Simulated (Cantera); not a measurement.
**Ignition delay**

Mixture: 29.6 % H₂, 14.8 % O₂, 55.6 % N₂, 0.115 % NO, at 3.65 atm, adiabatic and at constant pressure. Ignition delay is the time to a rise of 400 K.

Detailed kinetics in Cantera: GRI-Mech 3.0 (53 species, 325 reactions). The hydrogen kinetics of GRI-Mech 3.0 are dated; newer H2 mechanisms differ, most at raised pressure. The mechanism lacks 2 NO + O2 → 2 NO2 and HONO, so NO2 and the effect of NO are under-described below about 1400 K. Where the delays flatten at high temperature, the 400 K rule measures the pace of heat release, not the induction time.

```json
[
 {"T0 (K)": "1300", "delay (ms)": "0.00840"},
 {"T0 (K)": "1400", "delay (ms)": "0.00539"},
 {"T0 (K)": "1500", "delay (ms)": "0.00388"},
 {"T0 (K)": "1600", "delay (ms)": "0.00303"},
 {"T0 (K)": "1700", "delay (ms)": "0.00255"},
 {"T0 (K)": "1800", "delay (ms)": "0.00228"}
]
```
